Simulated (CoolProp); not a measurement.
trans-2-butene along the isotherm 210.75 °C: fugacity coefficient from the reference equation and from simpler models built on Tc = 155.5 °C, pc = 4.019 MPa, ω = 0.210; each cubic takes its own stable root.

The numbers come from the reference Helmholtz-energy equation of state, Lemmon 2005 in CoolProp. It is a short technical equation, of lower accuracy than the large ones.

```tsv
p (MPa)	phase	reference	van der Waals	Soave-Redlich-Kwong	Peng-Robinson
0.0318	gas	0.9982	0.9983	0.9982	0.9979
0.0513	gas	0.9970	0.9972	0.9971	0.9967
0.0829	gas	0.9952	0.9955	0.9953	0.9947
0.134	gas	0.9923	0.9927	0.9925	0.9914
0.216	gas	0.9876	0.9882	0.9879	0.9861
0.35	gas	0.9799	0.9809	0.9804	0.9776
0.565	gas	0.9676	0.9692	0.9685	0.9640
0.913	gas	0.9479	0.9503	0.9494	0.9423
1.47	gas	0.9167	0.9202	0.9193	0.9083
2.38	gas	0.8667	0.8713	0.8712	0.8546
3.85	gas	0.7883	0.7924	0.7963	0.7728
6.22	supercritical	0.6689	0.6625	0.6834	0.6537
10	supercritical	0.5215	0.5192	0.5480	0.5157
```
